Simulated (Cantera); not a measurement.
# B2O3 + H2 (boron, boron nitride and boron oxide)

A closed system holds: 1 mol B2O3, 3.9 mol H2, at 1.70 mbar.

Method: chemical equilibrium by Gibbs-energy minimisation in Cantera with the NASA 1993 tables (ideal gas, pure condensed phases). Candidate condensed phases: B, B2O3, B3O3H3, H2O; 23 gas species. Equilibrium is a limit: real reactors are often held back by kinetics, nucleation or transport.

From 1400 K to 1600 K the condensed part is B2O3(l). From 1650 K to 2050 K nothing is condensed. The main B-bearing gas is HBO at 1400 K and B2O3 at 2050 K.

| T (K) | x H2 | x B2O3 | x HBO2 | x HBO | x H | x BO | x B2O2 | n B2O3(l) |
|---|---|---|---|---|---|---|---|---|
| 1400 | 0.990 | 0.00141 | 0.00368 | 0.00388 | 0.000117 | 1.40e-5 | 0.000152 | 0.979 |
| 1450 | 0.980 | 0.00442 | 0.00741 | 0.00723 | 0.000227 | 4.71e-5 | 0.000458 | 0.952 |
| 1500 | 0.958 | 0.0128 | 0.0142 | 0.0127 | 0.000418 | 0.000145 | 0.00126 | 0.889 |
| 1550 | 0.914 | 0.0343 | 0.0261 | 0.0210 | 0.000730 | 0.000408 | 0.00316 | 0.746 |
| 1600 | 0.826 | 0.0863 | 0.0453 | 0.0321 | 0.00120 | 0.00106 | 0.00723 | 0.402 |
| 1650 | 0.741 | 0.141 | 0.0616 | 0.0400 | 0.00190 | 0.00218 | 0.0112 | 0 |
| 1700 | 0.736 | 0.137 | 0.0647 | 0.0423 | 0.00307 | 0.00353 | 0.0113 | 0 |
| 1750 | 0.731 | 0.133 | 0.0677 | 0.0443 | 0.00482 | 0.00552 | 0.0112 | 0 |
| 1800 | 0.725 | 0.129 | 0.0708 | 0.0460 | 0.00739 | 0.00836 | 0.0111 | 0 |
| 1850 | 0.717 | 0.124 | 0.0738 | 0.0472 | 0.0111 | 0.0123 | 0.0108 | 0 |
| 1900 | 0.708 | 0.119 | 0.0769 | 0.0478 | 0.0162 | 0.0175 | 0.0103 | 0 |
| 1950 | 0.696 | 0.114 | 0.0800 | 0.0477 | 0.0232 | 0.0242 | 0.00961 | 0 |
| 2000 | 0.682 | 0.107 | 0.0830 | 0.0469 | 0.0326 | 0.0325 | 0.00877 | 0 |
| 2050 | 0.665 | 0.100 | 0.0858 | 0.0453 | 0.0449 | 0.0423 | 0.00781 | 0 |
x: gas mole fraction; n: condensed amount in mol.
